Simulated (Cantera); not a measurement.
Feed: 1 mol Pb, 5.4 mol CO, 0.28 mol H2, equilibrated at 9.30 mbar.

Method: chemical equilibrium by Gibbs-energy minimisation in Cantera with the NASA 1993 tables (ideal gas, pure condensed phases). Candidate condensed phases: C, C6H6, C7H8, C8H18, H2O, Pb, PbO, PbO2, Pb3O4; 113 gas species. Rates play no part.

x: gas mole fraction; n: condensed amount in mol.

```csv
T (K),x CO,x Pb,x H2,x H,n C(graphite),n Pb(l)
1223,0.858,0.0976,0.0445,…,0.000636,0.386
1273,0.808,0.150,0.0419,…,0,0
1323,0.808,0.150,0.0419,…,0,0
1373,0.808,0.150,0.0419,…,0,0
1423,0.808,0.150,0.0419,…,0,0
1473,0.808,0.150,0.0419,…,0,0
1523,0.808,0.150,0.0419,…,0,0
1573,0.808,0.150,0.0419,…,0,0
1623,0.808,0.150,0.0418,…,0,0
1673,0.808,0.150,0.0418,…,0,0
```

Question: What belongs in the gaps?

Answer: 
- 1223, x H: 6.58e-7
- 1273, x H: 1.51e-6
- 1323, x H: 3.37e-6
- 1373, x H: 7.07e-6
- 1423, x H: 1.41e-5
- 1473, x H: 2.69e-5
- 1523, x H: 4.91e-5
- 1573, x H: 8.63e-5
- 1623, x H: 0.000147
- 1673, x H: 0.000241
